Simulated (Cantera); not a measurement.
An isothermal, constant-pressure homogeneous reactor starts with 7.14 % NO, 92.9 % N2, at 1923 K and 30.8 Torr.

Model: GRI-Mech 3.0 (53 species, 325 reactions), integrated in Cantera. Radical loss at walls, strong at low pressure, is not modelled.

x: mole fraction; the columns are a selection and need not sum to one.

```csv
t (s),x NO,x N2O,x NO2,x N2,x O,x O2
0.000400,0.0714,5.37e-8,1.22e-10,0.929,5.49e-8,3.31e-11
0.00155,0.0714,?,?,0.929,?,5.03e-10
0.00599,0.0714,6.84e-7,1.77e-8,0.929,9.25e-7,8.06e-9
0.0232,0.0714,1.70e-6,1.30e-7,0.929,4.44e-6,1.48e-7
0.0896,0.0714,2.24e-6,6.47e-7,0.929,2.05e-5,3.07e-6
0.346,0.0713,2.20e-6,1.68e-6,0.929,5.71e-5,5.15e-5
1.34,0.0706,2.13e-6,2.14e-6,0.929,7.33e-5,0.000376
5.18,0.0677,1.93e-6,2.96e-6,0.930,0.000100,0.00181
20.0,0.0542,1.20e-6,4.44e-6,0.937,0.000177,0.00850
77.6,?,?,?,0.956,?,?
300,0.00282,3.50e-8,4.54e-7,0.963,0.000332,0.0341
```

Complete the blanks.


- 0.00155, x N2O: 2.01e-7
- 0.00155, x NO2: 1.65e-9
- 0.00155, x O: 2.18e-7
- 77.6, x NO: 0.0163
- 77.6, x N2O: 1.29e-7
- 77.6, x NO2: 2.35e-6
- 77.6, x O: 0.000300
- 77.6, x O2: 0.0274
